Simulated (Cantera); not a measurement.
A freely propagating, adiabatic, planar premixed flame of 27.1 % H2, 14.6 % O2, 58.3 % N2, unburnt at 523 K and 0.118 atm; mixture-averaged transport, grid criteria slope 0.08 and curve 0.16, no radiation.

Computed with Cantera and the H2/O2 subset of GRI-Mech 3.0, which has no nitrogen chemistry. Burning velocities carry a grid error of a few per cent, more on coarse grids.

x: mole fraction of selected species; z is measured from the peak of heat release.

| z (mm) | T (K) | u (m/s) | x H2 | x O2 | x OH | x H2O2 | x HO2 | x H |
|---|---|---|---|---|---|---|---|---|
| -21.9 | 523 | 4.20 | 0.271 | 0.146 | <1e-8 | <1e-8 | <1e-8 | <1e-8 |
| -14.6 | 523 | 4.20 | 0.271 | 0.146 | <1e-8 | <1e-8 | <1e-8 | <1e-8 |
| -11.0 | 523 | 4.20 | 0.271 | 0.146 | <1e-8 | <1e-8 | <1e-8 | <1e-8 |
| -7.31 | 523 | 4.20 | 0.271 | 0.146 | <1e-8 | <1e-8 | … | 1.62e-8 |
| -3.66 | 528 | 4.24 | 0.270 | 0.146 | 1.96e-5 | 8.68e-7 | … | 0.000120 |
| -1.83 | 659 | 5.23 | 0.249 | 0.143 | 0.000340 | 1.97e-6 | … | 0.00613 |
| 0 | 1063 | 8.16 | 0.126 | 0.1000 | 0.00257 | 6.01e-7 | … | 0.0541 |
| 1.83 | 1342 | 10.2 | 0.0421 | 0.0456 | 0.00716 | 7.94e-7 | … | 0.0757 |
| 3.66 | 1462 | 11.0 | 0.0380 | 0.0391 | 0.00941 | 6.35e-7 | … | 0.0673 |
| 7.31 | 1598 | 11.9 | 0.0388 | 0.0358 | 0.0119 | 3.89e-7 | … | 0.0545 |
| 14.6 | 1747 | 12.9 | 0.0383 | 0.0323 | 0.0143 | 2.05e-7 | … | 0.0414 |
| 29.3 | 1900 | 13.9 | 0.0357 | 0.0287 | 0.0160 | 1.08e-7 | … | 0.0292 |
| 58.5 | 2047 | 14.8 | 0.0312 | 0.0250 | 0.0165 | 6.40e-8 | … | 0.0189 |

**Question.** Complete the blanks.

**Answer.** 
- -7.31, x HO2: 7.96e-8
- -3.66, x HO2: 5.65e-5
- -1.83, x HO2: 3.91e-5
- 0, x HO2: 1.46e-5
- 1.83, x HO2: 5.82e-6
- 3.66, x HO2: 4.28e-6
- 7.31, x HO2: 3.28e-6
- 14.6, x HO2: 2.46e-6
- 29.3, x HO2: 1.80e-6
- 58.5, x HO2: 1.35e-6
